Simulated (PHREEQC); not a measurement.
A solution holds 7.5 mmol/kgw HF, 4.8 mmol/kgw KF and 0.0044 mmol/kgw H4SiO4, at 20 °C. Closed to the air; pH follows from the charge balance.

The numbers come from PHREEQC with the ion-association model, phreeqc.dat.

Precipitation was switched off in this run.

Order these F species by the share of F that they hold, largest first: HF, F-, SiF6-2, HF2-.

HF (52 %), F- (46 %), HF2- (2.1 %), SiF6-2 (0.21 %)

The pH is 3.05 and the ionic strength 0.00577 mol/kgw. Complexes and solids missing from the database can't appear. SiF6-2 is the database's only silicon fluoride.
